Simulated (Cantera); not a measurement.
Input: 1 mol SiH4, 0.42 mol CO2, 24 mol H2, held at 1773.15 K and 340 Pa.

Method: chemical equilibrium by Gibbs-energy minimisation in Cantera with the NASA 1993 tables (ideal gas, pure condensed phases). Candidate condensed phases: C, C6H6, C7H8, C8H18, H2O, Si, SiC, SiO2; 123 gas species. Gases not in the tables: Si2H6 and higher silanes. Equilibrium is a limit: real reactors are often held back by kinetics, nucleation or transport.

Base state: H2 0.964, SiO 0.0261, CO 0.00507, H 0.00480, Si 0.000423, SiH 2.99e-5, SiH2 1.60e-5 (mole fractions); condensed: SiC(s).

### Question
What changes in the equilibrium state with this change: temperature from 1773.15 K to 1850 K?

### Answer
| species | before | after |
|---|---|---|
| H2 | 0.964 | 0.958 |
| SiO | 0.0261 | 0.0255 |
| H | 0.00480 | 0.00904 |
| Si | 0.000423 | 0.00152 |
| Si2C | 3.89e-6 | 2.08e-5 |
| SiH | 2.99e-5 | 8.57e-5 |
| SiH2 | 1.60e-5 | 3.23e-5 |
| CO | 0.00507 | 0.00565 |
| SiC(s), mol | 0.283 | 0.267 |

### Question
What changes in the equilibrium state with this change: temperature from 1773.15 K to 1825 K?

### Answer
| species | before | after |
|---|---|---|
| H2 | 0.964 | 0.960 |
| SiO | 0.0261 | 0.0258 |
| H | 0.00480 | 0.00740 |
| Si | 0.000423 | 0.00102 |
| Si2C | 3.89e-6 | 1.24e-5 |
| SiH | 2.99e-5 | 6.20e-5 |
| SiC(s), mol | 0.283 | 0.274 |

### Question
What changes in the equilibrium state with this change: pressure from 340 Pa to 10000 Pa?

### Answer
```json
[
 {"species": "H2", "before": "0.964", "after": "0.968"},
 {"species": "SiO", "before": "0.0261", "after": "0.0264"},
 {"species": "CO", "before": "0.00507", "after": "0.00486"},
 {"species": "H", "before": "0.00480", "after": "0.000886"},
 {"species": "Si", "before": "0.000423", "after": "1.48e-5"},
 {"species": "SiH", "before": "2.99e-5", "after": "5.67e-6"},
 {"species": "SiH2", "before": "1.60e-5", "after": "1.65e-5"},
 {"species": "SiC(s), mol", "before": "0.283", "after": "0.290"}
]
```
